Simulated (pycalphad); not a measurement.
CALPHAD calculation (pycalphad, COST 507 light-alloy database (1999)), 1 atm. The data set is of 1999 and partly superseded. Phase fractions are per mole of atoms.

Task: Give the equilibrium state of Si-34.36Ti (wt.%) at 1600 K.

Result: 
```
T = 1600.00 K, P = 101325 Pa, N = 1 mol of atoms
G = -108531 J/mol, H = -5585 J/mol, S = 64.34 J/(mol K)  (SER reference)
chemical potentials (J/mol): Si -62900, Ti -257075
phase             fraction      x(Si)      x(Ti)
SI2TI               0.7050     0.6667     0.3333
DIAMOND_A4          0.2950     1.0000   3.38e-11
```

Database names, with the compositions (at.%) that they take in these runs: SI2TI: Si 67 Ti 33. DIAMOND_A4 is diamond (Si).
